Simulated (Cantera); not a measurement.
## C2H2 + NH3 (carbon deposition, reforming and gasification)

Charge: 1 mol C2H2, 0.018 mol NH3, held at 0.100 bar.

These are equilibrium values from Cantera (NASA tables, ideal gas, pure condensed phases), not measurements of a reactor. Candidate condensed phases: C, C6H6, C7H8, C8H18; 92 gas species. Rates play no part.

```json
[
 {"T (K)": "973", "x H2": "0.979", "x CH4": "0.0123", "x N2": "0.00879", "x H": "3.38e-9", "x HCN": "3.09e-7", "x C2H2 (acetylene)": "5.27e-10", "x HNC": "3.72e-10", "x NH3": "6.35e-6", "n C(graphite)": "1.99"},
 {"T (K)": "1073", "x H2": "0.987", "x CH4": "0.00447", "x N2": "0.00872", "x H": "4.40e-8", "x HCN": "1.43e-6", "x C2H2 (acetylene)": "7.09e-9", "x HNC": "3.47e-9", "x NH3": "3.39e-6", "n C(graphite)": "2.00"},
 {"T (K)": "1173", "x H2": "0.989", "x CH4": "0.00190", "x N2": "0.00870", "x H": "3.71e-7", "x HCN": "5.09e-6", "x C2H2 (acetylene)": "6.06e-8", "x HNC": "2.21e-8", "x NH3": "2.00e-6", "n C(graphite)": "2.00"},
 {"T (K)": "1273", "x H2": "0.990", "x CH4": "0.000921", "x N2": "0.00869", "x H": "2.24e-6", "x HCN": "1.48e-5", "x C2H2 (acetylene)": "3.68e-7", "x HNC": "1.05e-7", "x NH3": "1.27e-6", "n C(graphite)": "2.00"},
 {"T (K)": "1373", "x H2": "0.991", "x CH4": "0.000494", "x N2": "0.00867", "x H": "1.05e-5", "x HCN": "3.68e-5", "x C2H2 (acetylene)": "1.71e-6", "x HNC": "3.96e-7", "x NH3": "8.64e-7", "n C(graphite)": "2.00"},
 {"T (K)": "1473", "x H2": "0.991", "x CH4": "0.000288", "x N2": "0.00865", "x H": "3.98e-5", "x HCN": "8.06e-5", "x C2H2 (acetylene)": "6.45e-6", "x HNC": "1.24e-6", "x NH3": "6.17e-7", "n C(graphite)": "2.00"},
 {"T (K)": "1573", "x H2": "0.991", "x CH4": "0.000180", "x N2": "0.00861", "x H": "0.000128", "x HCN": "0.000159", "x C2H2 (acetylene)": "2.05e-5", "x HNC": "3.37e-6", "x NH3": "4.59e-7", "n C(graphite)": "2.00"},
 {"T (K)": "1673", "x H2": "0.991", "x CH4": "0.000119", "x N2": "0.00854", "x H": "0.000358", "x HCN": "0.000290", "x C2H2 (acetylene)": "5.64e-5", "x HNC": "8.09e-6", "x NH3": "3.54e-7", "n C(graphite)": "2.00"},
 {"T (K)": "1773", "x H2": "0.990", "x CH4": "8.26e-5", "x N2": "0.00843", "x H": "0.000895", "x HCN": "0.000491", "x C2H2 (acetylene)": "0.000139", "x HNC": "1.75e-5", "x NH3": "2.79e-7", "n C(graphite)": "2.00"},
 {"T (K)": "1873", "x H2": "0.989", "x CH4": "5.96e-5", "x N2": "0.00827", "x H": "0.00203", "x HCN": "0.000781", "x C2H2 (acetylene)": "0.000308", "x HNC": "3.47e-5", "x NH3": "2.25e-7", "n C(graphite)": "2.00"},
 {"T (K)": "1973", "x H2": "0.986", "x CH4": "4.44e-5", "x N2": "0.00805", "x H": "0.00424", "x HCN": "0.00118", "x C2H2 (acetylene)": "0.000631", "x HNC": "6.38e-5", "x NH3": "1.85e-7", "n C(graphite)": "2.00"}
]
```
x: gas mole fraction; n: condensed amount in mol.

From 973 K to 1973 K the condensed part is C(graphite). The main C-bearing gas is CH4 at 973 K and C2H2 (acetylene) at 1973 K.
